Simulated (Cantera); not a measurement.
An isothermal, constant-pressure homogeneous reactor starts with C₃H₈ : H₂ = 1 : 2.3 (molar parts), at 1325 K and 0.158 Torr.

Cantera simulation using GRI-Mech 3.0 (53 species, 325 reactions); the numbers are that mechanism's predictions, not measurements. GRI-Mech 3.0 was tuned for natural gas; its chemistry of propane as a main component is partial and can be far from experiment. GRI-Mech 3.0 stops at C3 and has no aromatics, soot or wall deposition, so with more carbon than oxygen in the feed, carbon stays in small species such as C2H2 where larger ones or solid carbon would form. Radical loss at walls, strong at low pressure, is not modelled.

x: mole fraction; the columns are a selection and need not sum to one.

| t (s) | x C₃H₈ | x H₂ | x C₂H₆ | x CH₄ | x C₂H₄ | x H | x C₂H |
|---|---|---|---|---|---|---|---|
| 1.00e-5 | 0.303 | 0.697 | 4.78e-10 | 1.59e-9 | 2.67e-9 | 4.52e-9 | <1e-12 |
| 2.86e-5 | 0.303 | 0.697 | ___ | 1.30e-8 | 2.19e-8 | 3.57e-8 | <1e-12 |
| 8.18e-5 | 0.303 | 0.697 | ___ | 1.06e-7 | 1.83e-7 | 2.67e-7 | <1e-12 |
| 0.000234 | 0.303 | 0.697 | ___ | 8.61e-7 | 1.68e-6 | 1.73e-6 | <1e-12 |
| 0.000669 | 0.303 | 0.697 | ___ | 7.05e-6 | 1.85e-5 | 8.36e-6 | <1e-12 |
| 0.00191 | 0.302 | 0.696 | ___ | 6.03e-5 | 0.000196 | 2.80e-5 | <1e-12 |
| 0.00548 | 0.299 | 0.695 | ___ | 0.000569 | 0.00160 | 7.44e-5 | <1e-12 |
| 0.0157 | 0.285 | 0.688 | ___ | 0.00565 | 0.0104 | 0.000186 | <1e-12 |
| 0.0448 | 0.217 | 0.652 | ___ | 0.0454 | 0.0586 | 0.000527 | 1.44e-10 |
| 0.128 | 0.0383 | 0.563 | ___ | 0.176 | 0.181 | 0.00144 | 1.63e-8 |
| 0.367 | 0.000579 | 0.558 | ___ | 0.217 | 0.171 | 0.000512 | 2.42e-8 |
| 1.05 | 1.55e-5 | 0.567 | ___ | 0.215 | 0.150 | 0.000138 | 8.99e-9 |
| 3.00 | 1.40e-7 | 0.574 | ___ | 0.212 | 0.132 | 4.73e-5 | 3.70e-9 |

Fill in the missing entries.


- 2.86e-5, x C₂H₆: 3.91e-9
- 8.18e-5, x C₂H₆: 3.18e-8
- 0.000234, x C₂H₆: 2.58e-7
- 0.000669, x C₂H₆: 2.05e-6
- 0.00191, x C₂H₆: 1.56e-5
- 0.00548, x C₂H₆: 0.000102
- 0.0157, x C₂H₆: 0.000485
- 0.0448, x C₂H₆: 0.00167
- 0.128, x C₂H₆: 0.00284
- 0.367, x C₂H₆: 0.000641
- 1.05, x C₂H₆: 0.000187
- 3.00, x C₂H₆: 5.68e-5
